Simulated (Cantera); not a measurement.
Charge: 1 mol SiC, 0.0082 mol O2, 6.9 mol N2, at 1873 K.

Cantera equilibrium calculation (NASA polynomials, part measured and part estimated; ideal gas, pure solids and liquids). Candidate condensed phases: C, Si, SiC, SiO2, Si2N2O, Si3N4; 34 gas species. Mutual solubility and eutectic melting of coexisting phases are not modelled. Rates play no part.

Q: What share of the Si ends up in condensed phases as a function of P (Pa), at 0.100, 2.50, 63, 1600, 40000, 1000000?

A: 
| P (Pa) | Si condensed (%) | as |
|---|---|---|
| 0.100 | 0.0 | - |
| 2.50 | 91.3 | SiC(s) |
| 63 | 98.5 | SiC(s) |
| 1600 | 99.1 | SiC(s) |
| 40000 | 99.8 | SiC(s) + Si3N4(s) |
| 1000000 | 100.0 | Si3N4(s) |
